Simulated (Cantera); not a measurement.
A closed system holds: 1 mol Ti(OiPr)4, 2.3 mol CH4, 150 mol H2, equilibrated at 1773.15 K and 0.100 bar.

These are equilibrium values from Cantera (NASA tables, ideal gas, pure condensed phases), not measurements of a reactor. Candidate condensed phases: C, C6H6, C7H8, C8H18, H2O, Ti, TiC, TiO, TiO2, Ti2O3, Ti3O5, Ti4O7; 113 gas species. The feed counts by its element totals alone. TiC: taken at fixed stoichiometry. Kinetics and transport are ignored.

Base state: H2 0.976, CO 0.0232, H 0.000890, C2H2 (acetylene) 0.000137, CH4 8.02e-5 (mole fractions); condensed: C(graphite) + TiC(s).

Q: What changes in the equilibrium state with this change: temperature from 1773.15 K to 1875 K?

A: 
| species | before | after |
|---|---|---|
| H2 | 0.976 | 0.974 |
| CO | 0.0232 | 0.0232 |
| H | 0.000890 | 0.00205 |
| C2H2 (acetylene) | 0.000137 | 0.000309 |
| CH4 | 8.02e-5 | 5.75e-5 |
| C(graphite), mol | 9.24 | 9.18 |
| TiC(s), mol | 1.00 | 1.00 |

Q: What changes in the equilibrium state with this change: temperature from 1773.15 K to 2248 K?

A: 
```csv
species,before,after
H2,0.976,0.951
CO,0.0232,0.0229
H,0.000890,0.0227
C2H2 (acetylene),0.000137,0.00315
CH4,8.02e-5,2.15e-5
"C(graphite), mol",9.24,8.19
"TiC(s), mol",1.00,1.000
```
